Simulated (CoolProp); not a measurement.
Vapour-liquid equilibrium of carbon dioxide (1) + R125 (2) at 246.8 K; x and y are mole fractions of (1).

Model: multi-fluid Helmholtz-energy mixture model, Span 1996 and Lemmon 2005; pair parameters Bell 2016, in CoolProp.

```tsv
x	bubble pressure, mixture model (MPa)	bubble pressure, Raoult's law (MPa)	y, mixture model	y, Raoult's law
0.05	0.3470	0.3315	0.257	0.243
0.2	0.5890	0.5335	0.605	0.604
0.35	0.8088	0.7355	(withheld)	0.767
0.5	1.005	0.9375	(withheld)	0.859
0.65	(withheld)	1.140	(withheld)	0.919
0.8	(withheld)	1.342	0.934	0.961
0.95	1.546	1.544	(withheld)	0.991
```

**Question.** What belongs in the gaps?

**Answer.** 
- 0.35, y, mixture model: 0.747
- 0.5, y, mixture model: 0.827
- 0.65, bubble pressure, mixture model (MPa): 1.184
- 0.65, y, mixture model: 0.885
- 0.8, bubble pressure, mixture model (MPa): 1.361
- 0.95, y, mixture model: 0.983

The largest gap from Raoult's law is +10.4 % in bubble pressure, at x = 0.2. No azeotrope shows between x = 0.05 and 0.95.

Pair parameters are fitted to limited data, so mixtures are less certain than the pure fluids.
